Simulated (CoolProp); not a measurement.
Vapour-liquid equilibrium of benzene (1) + cyclohexane (2) at 430.8 K; x and y are mole fractions of (1).

Computed with CoolProp (multi-fluid Helmholtz-energy mixture model, Thol 2012 and Zhou 2014; pair parameters Bell 2016).

```csv
x,bubble pressure (MPa),y at the bubble point,dew pressure at overall composition x (MPa),liquid density (mol/L)
0.05,0.6536,0.063,0.6514,7.600
0.125,0.6681,0.151,0.6640,7.694
0.2,0.6805,0.232,0.6758,7.793
0.275,0.6908,0.308,0.6866,7.896
0.35,0.6991,0.379,0.6959,8.005
0.425,0.7054,0.448,0.7035,8.118
0.5,0.7096,0.515,0.7088,8.238
0.575,0.7118,0.580,0.7117,8.364
0.65,0.7120,0.646,0.7119,8.496
0.725,0.7099,0.713,0.7093,8.635
0.8,0.7054,0.784,0.7040,8.781
0.875,0.6981,0.858,0.6961,8.935
0.95,0.6876,0.940,0.6862,9.096
```

y crosses x between x = 0.575 and 0.65: the model has an azeotrope there.

Pair parameters are fitted to limited data, so mixtures are less certain than the pure fluids.
